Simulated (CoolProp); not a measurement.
Properties of methanol along the isobar 1.01 bar.

The numbers come from the reference Helmholtz-energy equation of state, de Reuck 1993 in CoolProp.

```json
[
 {"T (°C)": "-65.75", "phase": "liquid", "Joule-Thomson coefficient (K/MPa)": "-0.3946", "expansivity (1/kK)": "1.135"},
 {"T (°C)": "-48.85", "phase": "liquid", "Joule-Thomson coefficient (K/MPa)": "-0.3871", "expansivity (1/kK)": "1.139"},
 {"T (°C)": "-31.85", "phase": "liquid", "Joule-Thomson coefficient (K/MPa)": "-0.3771", "expansivity (1/kK)": "1.143"},
 {"T (°C)": "-14.95", "phase": "liquid", "Joule-Thomson coefficient (K/MPa)": "-0.3649", "expansivity (1/kK)": "1.149"},
 {"T (°C)": "2.05", "phase": "liquid", "Joule-Thomson coefficient (K/MPa)": "-0.3496", "expansivity (1/kK)": "1.160"},
 {"T (°C)": "19.05", "phase": "liquid", "Joule-Thomson coefficient (K/MPa)": "-0.3308", "expansivity (1/kK)": "1.182"},
 {"T (°C)": "35.95", "phase": "liquid", "Joule-Thomson coefficient (K/MPa)": "-0.3081", "expansivity (1/kK)": "1.220"},
 {"T (°C)": "52.95", "phase": "liquid", "Joule-Thomson coefficient (K/MPa)": "-0.2808", "expansivity (1/kK)": "1.280"},
 {"T (°C)": "69.85", "phase": "gas", "Joule-Thomson coefficient (K/MPa)": "170.4", "expansivity (1/kK)": "4.704"},
 {"T (°C)": "86.85", "phase": "gas", "Joule-Thomson coefficient (K/MPa)": "92.50", "expansivity (1/kK)": "3.310"}
]
```
